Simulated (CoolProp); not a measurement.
A closed Brayton cycle with nitrogen: compressor inlet 325.15 K and 2.7 MPa, high pressure 5.42 MPa, turbine inlet 635 K, compressor efficiency 0.8, turbine efficiency 0.9, recuperator effectiveness 0.9 (on enthalpy, no pinch check). Each further row changes one setting.

Values from CoolProp's reference Helmholtz-energy equation of state, Span 2000.

```tsv
case	thermal efficiency (%)	net work (kJ/kg)	compressor to turbine work	compressor exit (K)	turbine exit (K)
as stated	12.4	15.3	0.86	415.1	534.2
turbine inlet 585 K	6.0	6.63	0.93	415.1	491.3
compressor inlet 335.15 K	10.1	12.4	0.89	427.7	534.2
high pressure 4.61 MPa	14.7	15.4	0.82	392.6	556.1
recuperator effectiveness 0.5	8.8	15.3	0.86	415.1	534.2
```
